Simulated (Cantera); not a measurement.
A closed system holds: 1 mol SiH2Cl2, 0.57 mol NO, 130 mol N2, at 1.43 Torr.

Equilibrium computed with Cantera from the NASA thermochemical tables; the gas is ideal and each condensed phase is pure. Candidate condensed phases: H2O, NH4Cl, Si, SiO2, Si2N2O, Si3N4; 47 gas species. Mutual solubility and eutectic melting of coexisting phases are not modelled. The tables' values for SiCl, SiCl3, SiN are old estimates; treat these amounts as uncertain. The tables hold silica as quartz up to 1696 K and as liquid above; real silica turns to tridymite and cristobalite and melts near 1996 K. Rates play no part.

log p: log10 of the partial pressure in bar; n: condensed amount in mol.

| T (K) | log p N2 | log p HCl | log p Cl | log p SiO | n SiO2(β-quartz) | n Si2N2O(s) |
|---|---|---|---|---|---|---|
| 875 | -2.73 | -4.55 | -11.50 | <-14 | 0.0490 | 0.472 |
| 1075 | -2.73 | -4.55 | -9.16 | ? | 0.0500 | 0.470 |
| 1275 | -2.73 | -4.55 | -7.57 | ? | 0.0519 | 0.465 |
| 1475 | -2.73 | -4.61 | -6.74 | ? | 0 | 0.300 |
| 1675 | -2.73 | -4.80 | -6.24 | -5.09 | 0 | 0 |
| 1875 | -2.73 | -4.84 | -5.54 | -5.09 | 0 | 0 |
| 2075 | -2.73 | -4.90 | -4.96 | -5.09 | 0 | 0 |

### Question
Complete the blanks.

### Answer

- 1075, log p SiO: -11.70
- 1275, log p SiO: -7.84
- 1475, log p SiO: -5.41
